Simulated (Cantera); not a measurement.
Ignition delay

Mixture: CH₄ : O₂ : N₂ = 1 : 2.99 : 11.2 (molar parts), equivalence ratio 0.67, at 0.987 atm, adiabatic and at constant volume. Ignition delay is the time to a rise of 400 K.

Cantera simulation using GRI-Mech 3.0 (53 species, 325 reactions); the numbers are that mechanism's predictions, not measurements.

| T0 (K) | delay (ms) |
|---|---|
| 1125 | 110 |
| 1175 | 51.3 |
| 1225 | 25.0 |
| 1275 | 12.6 |
| 1325 | 6.66 |
| 1375 | 3.64 |
| 1425 | 2.08 |

| Quantity | Result |
|---|---|
| apparent activation energy between 1325 and 1425 K | 180 kJ/mol |
